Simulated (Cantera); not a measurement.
A perfectly stirred reactor is fed with 13.5 % CH4, 17.6 % O2, 66.0 % N2, 2.99 % H2O, at 2850 Torr; it is adiabatic with a 350 K inlet, and is followed from long to short residence time, starting on the burning branch (τ in s: 0.023, 0.0084, 0.003, 0.0011, 0.0004, 0.00015, 5.3e-05, 1.9e-05, 7e-06).

Model: GRI-Mech 3.0 (53 species, 325 reactions), integrated in Cantera.

### Question
Predict: blow-out, bracketed by the residence times tried; x(CH4) at τ = 23.0 ms; x(O2) at τ = 23.0 ms; x(H2O) at τ = 23.0 ms; x(HO2) at τ = 23.0 ms; x(CH3) at τ = 23.0 ms; x(CH4) at τ = 0.400 ms; x(O2) at τ = 0.400 ms; x(H2O) at τ = 0.400 ms.

### Answer
| Item | Result |
|---|---|
| blow-out, bracketed by the residence times tried | burning at 1.10 ms, out at 0.400 ms |
| x(CH4) at τ = 23.0 ms | 0.00609 |
| x(O2) at τ = 23.0 ms | 0.000920 |
| x(H2O) at τ = 23.0 ms | 0.196 |
| x(HO2) at τ = 23.0 ms | 2.76e-7 |
| x(CH3) at τ = 23.0 ms | 0.000258 |
| x(CH4) at τ = 0.400 ms | 0.135 |
| x(O2) at τ = 0.400 ms | 0.176 |
| x(H2O) at τ = 0.400 ms | 0.0299 |
